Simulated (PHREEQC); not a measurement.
A column of 0.1 m (30 cells, dispersivity 0.0035 m, 60 s a shift, diffusion coefficient 3e-10 m²/s) holds 0.0043 eq of the database's cation exchanger X per kg of pore water, first in equilibrium with 7.7 mmol/kgw NH4Cl, 2.3 mmol/kgw MgSO4, 2 mmol/kgw LiCl and 0.01 mmol/kgw HCl. It is flushed with 0.0048 mol KBr and 1e-05 mol HCl per kg of water, at 15 °C. Values are for the last cell. No CO2 enters from the air. Precipitation was switched off in this run.

The series has 31 steps of pore volumes, from 0 to 4.017.

Equilibrium calculation in PHREEQC: ion-association model, phreeqc.dat.

**Question.** After how many pore volumes does Br at the outlet first reach half of its feed value?

**Answer.** By 1.1 pore volumes.

**Question.** After how many pore volumes does K at the outlet first reach half of its feed value?

**Answer.** By 1.5 pore volumes.
